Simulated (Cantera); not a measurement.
Feed: 1 mol Fe2O3, 1 mol SO3, 0.94 mol H2O, equilibrated at 14.0 bar.

Cantera equilibrium calculation (NASA polynomials, part measured and part estimated; ideal gas, pure solids and liquids). Candidate condensed phases: Fe, FeO, Fe(OH)2, Fe(OH)3, FeS, FeSO4, FeS2, Fe2O3, Fe2(SO4)3, Fe3O4, H2O, H2SO4, S; 22 gas species. Mutual solubility and eutectic melting of coexisting phases are not modelled. Rates play no part.

Task: Which condensed phases are stable at each of these points (T (K)): 1023, 1073, 1123, 1173, 1223, 1273, 1323, 1373, 1423, 1473, 1523, 1573, 1623?

Result: 
```json
[
 {"T (K)": "1023", "condensed phases": "Fe2O3(s) + Fe2(SO4)3(s)", "Fe condensed (%)": "100.0"},
 {"T (K)": "1073", "condensed phases": "Fe2O3(s) + Fe2(SO4)3(s)", "Fe condensed (%)": "100.0"},
 {"T (K)": "1123", "condensed phases": "Fe2O3(s)", "Fe condensed (%)": "100.0"},
 {"T (K)": "1173", "condensed phases": "Fe2O3(s)", "Fe condensed (%)": "100.0"},
 {"T (K)": "1223", "condensed phases": "Fe2O3(s)", "Fe condensed (%)": "100.0"},
 {"T (K)": "1273", "condensed phases": "Fe2O3(s)", "Fe condensed (%)": "100.0"},
 {"T (K)": "1323", "condensed phases": "Fe2O3(s)", "Fe condensed (%)": "100.0"},
 {"T (K)": "1373", "condensed phases": "Fe2O3(s)", "Fe condensed (%)": "100.0"},
 {"T (K)": "1423", "condensed phases": "Fe2O3(s)", "Fe condensed (%)": "100.0"},
 {"T (K)": "1473", "condensed phases": "Fe2O3(s)", "Fe condensed (%)": "100.0"},
 {"T (K)": "1523", "condensed phases": "Fe2O3(s)", "Fe condensed (%)": "100.0"},
 {"T (K)": "1573", "condensed phases": "Fe2O3(s)", "Fe condensed (%)": "100.0"},
 {"T (K)": "1623", "condensed phases": "Fe2O3(s)", "Fe condensed (%)": "100.0"}
]
```

From 1023 K to 1073 K the condensed part is Fe2O3(s) + Fe2(SO4)3(s). From 1123 K to 1623 K the condensed part is Fe2O3(s).
